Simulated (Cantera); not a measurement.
# Stirred combustor or abatement burner

A perfectly stirred reactor is fed with 5.07 % CH₄, 2.38 % CO, 15.3 % O₂, 75.0 % N₂, 2.23 % H₂O, equivalence ratio 0.74, at 0.260 bar; it is adiabatic with a 773 K inlet, and is followed from long to short residence time, starting on the burning branch (τ in s: 0.16, 0.059, 0.021, 0.0077, 0.0028, 0.001, 0.00037, 0.00013, 4.9e-05, 1.8e-05).

Computed with Cantera and GRI-Mech 3.0 (53 species, 325 reactions).

```
τ (s)    T (K)     x CH₄     x CO    x O₂    x C₂H₂    x HCO     x CH₃
-------  -----  --------  -------  ------  --------  -------  --------
0.16      1992   4.57e-6  0.00335  0.0409  9.76e-11  3.74e-8   1.38e-6
0.059     1961   8.89e-6  0.00536  0.0419  1.94e-10  1.03e-7   2.45e-6
0.021     1912   1.80e-5  0.00827  0.0433  3.92e-10  2.88e-7   4.40e-6
0.0077    1848   3.78e-5   0.0117  0.0451  9.02e-10  7.52e-7   8.12e-6
0.0028    1771   8.78e-5   0.0155  0.0475   2.71e-9  1.93e-6   1.62e-5
0.0010    1686  0.000239   0.0210  0.0512   1.22e-8  5.02e-6   3.70e-5
0.00037   1594  0.000825   0.0314  0.0587   9.80e-8  1.36e-5  0.000105
0.00013    773    0.0507   0.0238   0.153    <1e-12   <1e-12    <1e-12
4.9e-5     773    0.0507   0.0238   0.153    <1e-12   <1e-12    <1e-12
1.8e-5     773    0.0507   0.0238   0.153    <1e-12   <1e-12    <1e-12
```
x: mole fraction; the columns are a selection and need not sum to one.
